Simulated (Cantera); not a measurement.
Cantera with NASA thermochemical tables; ideal gases at 1 bar, condensed phases pure. Values are per mole of reaction as written; species without (g) are pure solids or liquids, kept so even where they would boil at 1 bar.

6 Si(CH3)4(g) + 4 SiC2(g) = 5 Si2C(g) + 9 C3H8(g)

| T (K) | ΔH° (kJ) | ΔS° (J/K) | ΔG° (kJ) | log10 K |
|---|---|---|---|---|
| 800 | ___ | ___ | ___ | ___ |
| 875 | 947.2 | 434.7 | 566.9 | -33.84 |
| 950 | 942.6 | 429.6 | 534.4 | -29.39 |
| 1025 | 938.4 | 425.3 | 502.4 | -25.60 |
| 1100 | 934.4 | 421.6 | 470.6 | -22.35 |
| 1175 | ___ | ___ | ___ | ___ |
| 1250 | 926.4 | 414.8 | 407.9 | -17.05 |
| 1325 | ___ | ___ | ___ | ___ |
| 1400 | ___ | ___ | ___ | ___ |

Fill in the missing entries.


- 800, ΔH° (kJ): 952.0
- 800, ΔS° (J/K): 440.4
- 800, ΔG° (kJ): 599.7
- 800, log10 K: -39.15
- 1175, ΔH° (kJ): 930.4
- 1175, ΔS° (J/K): 418.1
- 1175, ΔG° (kJ): 439.2
- 1175, log10 K: -19.52
- 1325, ΔH° (kJ): 922.5
- 1325, ΔS° (J/K): 411.7
- 1325, ΔG° (kJ): 376.9
- 1325, log10 K: -14.86
- 1400, ΔH° (kJ): 918.6
- 1400, ΔS° (J/K): 408.9
- 1400, ΔG° (kJ): 346.2
- 1400, log10 K: -12.91
